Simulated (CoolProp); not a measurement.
Ethylene along the isotherm -98.75 °C: Z from the reference equation and from simpler models built on Tc = 9.2 °C, pc = 5.042 MPa, ω = 0.087; each cubic takes its own stable root.

Values from CoolProp's reference Helmholtz-energy equation of state, Smukala 2000.

```
p (MPa)   phase  reference  van der Waals  Redlich-Kwong
-------  ------  ---------  -------------  -------------
1.15     liquid    0.03962        0.06043        0.04117
2.29     liquid    0.07873         0.1196        0.08174
3.44     liquid     0.1180         0.1787         0.1224
4.58     liquid     0.1568         0.2366         0.1625
5.73     liquid     0.1957         0.2946         0.2028
6.88     liquid     0.2346         0.3521         0.2428
8.02     liquid     0.2729         0.4086         0.2823
9.17     liquid     0.3114         0.4652         0.3220
10.3     liquid     0.3491         0.5205         0.3608
11.5     liquid     0.3890         0.5789         0.4018
12.6     liquid     0.4255         0.6321         0.4393
```
